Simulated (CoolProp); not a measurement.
Model: reference Helmholtz-energy equation of state, Akasaka 2024, in CoolProp.

Task: For R1132(E), give the phase and the density (kg/m³), cv (kJ/(kg K)), speed of sound (m/s), Joule-Thomson coefficient (K/MPa) at 41.75 °C and 6.5 MPa; 64.75 °C and 6.5 MPa; 87.85 °C and 6.5 MPa.

Result: 
- 41.75 °C and 6.5 MPa: liquid; density 884, cv 1.08, speed of sound 470, Joule-Thomson coefficient 0.271
- 64.75 °C and 6.5 MPa: liquid; density 768, cv 1.10, speed of sound 335, Joule-Thomson coefficient 1.02
- 87.85 °C and 6.5 MPa: supercritical; density 429, cv 1.20, speed of sound 152, Joule-Thomson coefficient 7.42
